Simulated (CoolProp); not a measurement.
Vapour-liquid equilibrium of dimethyl ether (1) + 1-butene (2) at 432 kPa; x and y are mole fractions of (1).

Computed with CoolProp (multi-fluid Helmholtz-energy mixture model, Wu 2011 and Lemmon 2005; pair parameters Bell 2016).

Question: Give the bubble temperature and the first vapour's composition at x = 0.05, 0.8, 0.875. Is there an azeotrope?

Answer: x = 0.05: 308.7 K, y = 0.102; x = 0.8: 290.1 K, y = 0.865; x = 0.875: 289.2 K, y = 0.915. No azeotrope shows between x = 0.05 and 0.95.

Pair parameters are fitted to limited data, so mixtures are less certain than the pure fluids.
